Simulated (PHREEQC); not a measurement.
Model water analysis in mg/L, 25 °C, pH 5.97, pe 10.2:

```json
[
 {"constituent": "Na", "mg/L": "0.0104"},
 {"constituent": "K", "mg/L": "1.69e-06"},
 {"constituent": "Ca", "mg/L": "0.0258"},
 {"constituent": "Mg", "mg/L": "0.00304"},
 {"constituent": "Cl", "mg/L": "0.0201"},
 {"constituent": "S(6) as SO4", "mg/L": "0.022"},
 {"constituent": "Alkalinity as HCO3", "mg/L": "0.0568"},
 {"constituent": "Br", "mg/L": "6.47e-05"},
 {"constituent": "B", "mg/L": "2.5e-05"}
]
```

Na is adjusted to close the charge balance.
Valence states are taken as typed.

Model: ion-association model, phreeqc.dat, run in PHREEQC.

This is a speciation only: nothing precipitates in the calculation.

Task: Predict the ionic strength.

Result: ionic strength 4.03e-6 mol/kgw.

Task: In which forms is C present?

Result: CO2 71 %, HCO3- 29 % of the C.
